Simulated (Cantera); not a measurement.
Input: 1 mol Si, 1.6 mol H2O, a varied amount of N2, held at 1825 °C and 1.00 bar.

Equilibrium computed with Cantera from the NASA thermochemical tables; the gas is ideal and each condensed phase is pure. Candidate condensed phases: H2O, Si, SiO2, Si2N2O, Si3N4; 35 gas species. The tables hold silica as quartz up to 1696 K and as liquid above; real silica turns to tridymite and cristobalite and melts near 1996 K. Rates play no part.

Q: At 96 mol N2, list the 5 most abundant gas species with their mole fractions, and the condensed phases.

A: N2 0.978, H2 0.0152, SiO 0.00501, H2O 0.000934, H 0.000379. Condensed: SiO2(l).
